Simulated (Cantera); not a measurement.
Input (Python, Cantera) and output of one run.

```python
import numpy as np
import cantera as ct

gas_names = """
    CL CL2 H HCL H2 Si SiCL SiCL2 SiCL3 SiCL4 SiH SiHCL3 SiH2 SiH2CL2 SiH3 SiH3CL SiH4 Si2 Si3
""".split()
cond_names = """
    Si(cr) Si(L)
""".split()


def load(file, names, dense=False):
    # The tables refer to 1 bar. Condensed volumes are neglected.
    table = {s.name: s for s in ct.Species.list_from_file(file)}
    out = []
    for n in names:
        d = dict(table[n].input_data)
        d["thermo"] = dict(d["thermo"], **{"reference-pressure": 1e5})
        if dense:
            d["equation-of-state"] = {"model": "constant-volume", "density": "1e6 g/cm^3"}
        out.append(ct.Species.from_dict(d))
    return out


gas = ct.Solution(thermo="ideal-gas", species=load("nasa_gas.yaml", gas_names))
cond = {s.name: ct.Solution(thermo="fixed-stoichiometry", species=[s], name=s.name)
        for s in load("nasa_condensed.yaml", cond_names, dense=True)}
atoms = {
    'SiCl4': {'Si': 1, 'CL': 4},
    'Cl2': {'CL': 2},
    'H2': {'H': 2},
}
top_T = {}  # K; cautious upper limits of use, not melting points


def equilibrate(T, P, feed):
    n = {}
    for name, mol in feed.items():
        for a, k in atoms[name].items():
            n[a] = n.get(a, 0.0) + k * mol
    gas.TPX = T, P, n
    mass = sum(n.values()) * gas.mean_molecular_weight
    gas.equilibrate("TP")
    valid = [c for c in cond.values() if c.min_temp <= T <= top_T.get(c.name, c.max_temp)]
    mix = ct.Mixture([(gas, mass / gas.mean_molecular_weight)] + [(c, 0.0) for c in valid])
    mix.T, mix.P = T, P
    mix.equilibrate("TP", solver="vcs", rtol=1e-11, max_steps=5000)
    return mix


results = []
feed = {'SiCl4': 1, 'Cl2': 0.83, 'H2': 2.5}  # mol
P = 2900000  # Pa
for T in [925, 1000, 1075, 1150, 1225, 1300, 1375, 1450, 1525]:
    mix = equilibrate(T, P, feed)
    results.append((T, P, feed, dict(zip(mix.species_names, mix.species_moles))))

top = {s: max(r[3][s] / sum(r[3][g] for g in gas_names) for r in results) for s in gas_names}
cols = sorted((s for s in top if top[s] > 0.001), key=lambda s: -top[s])[:6]
seen = [c for c in cond_names if any(r[3].get(c, 0) > 1e-12 for r in results)]
print("log10 of partial pressures in bar; condensed amounts in mol")
print(f"{'T/K':>10s}" + "".join(f"{s[:9]:>10s}" for s in cols + seen))
for T, P, feed, n in results:
    ng = sum(n[g] for g in gas_names)
    print(f"{T:10.4g}" + "".join(f"{np.log10(max(n[s] / ng * P / 1e5, 1e-99)):10.3f}" for s in cols)
          + "".join(f"{n.get(c, 0):10.4g}" for c in seen))
```

Result:

```
log10 of partial pressures in bar; condensed amounts in mol
       T/K       HCL        H2     SiCL4    SiHCL3     SiCL3     SiCL2
       925     1.047     1.048     0.824    -1.615    -4.351    -7.928
      1000     1.048     1.047     0.823    -1.330    -3.613    -6.665
      1075     1.049     1.045     0.821    -1.089    -2.982    -5.585
      1150     1.051     1.043     0.817    -0.883    -2.438    -4.654
      1225     1.054     1.041     0.812    -0.707    -1.965    -3.844
      1300     1.058     1.037     0.805    -0.557    -1.553    -3.137
      1375     1.063     1.032     0.796    -0.430    -1.192    -2.518
      1450     1.069     1.025     0.782    -0.326    -0.878    -1.976
      1525     1.078     1.016     0.764    -0.244    -0.606    -1.503
```

Method: chemical equilibrium by Gibbs-energy minimisation in Cantera with the NASA 1993 tables (ideal gas, pure condensed phases). The tables' values for SiCl3 are old estimates; treat these amounts as uncertain.
